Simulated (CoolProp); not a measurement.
Vapour-liquid equilibrium of n-butane (1) + cyclohexane (2) at 254 kPa; x and y are mole fractions of (1).

Values from CoolProp's multi-fluid Helmholtz-energy mixture model, Bücker 2006 and Zhou 2014; pair parameters Bell 2016.

```
x     bubble temperature, mixture model (K)  bubble temperature, Raoult's law (K)  y, mixture model  y, Raoult's law
----  -------------------------------------  ------------------------------------  ----------------  ---------------
0.05                                    ___                                 375.1               ___            0.312
0.2                                     ___                                 348.9             0.660            0.726
0.35                                  335.9                                 332.7             0.847            0.869
0.5                                     ___                                 321.4               ___            0.933
0.65                                    ___                                 313.1               ___            0.966
0.8                                     ___                                 306.5             0.983            0.985
0.95                                  301.2                                 301.1             0.996            0.997
```

**Question.** Some entries are withheld; supply them.

**Answer.** 
- 0.05, bubble temperature, mixture model (K): 378.9
- 0.05, y, mixture model: 0.228
- 0.2, bubble temperature, mixture model (K): 354.5
- 0.5, bubble temperature, mixture model (K): 322.7
- 0.5, y, mixture model: 0.926
- 0.65, bubble temperature, mixture model (K): 313.5
- 0.65, y, mixture model: 0.963
- 0.8, bubble temperature, mixture model (K): 306.7

The largest gap from Raoult's law is +5.6 K in bubble temperature, at x = 0.2. No azeotrope shows between x = 0.05 and 0.95.

The pair parameters rest on a limited set of measurements; away from them the model extrapolates.
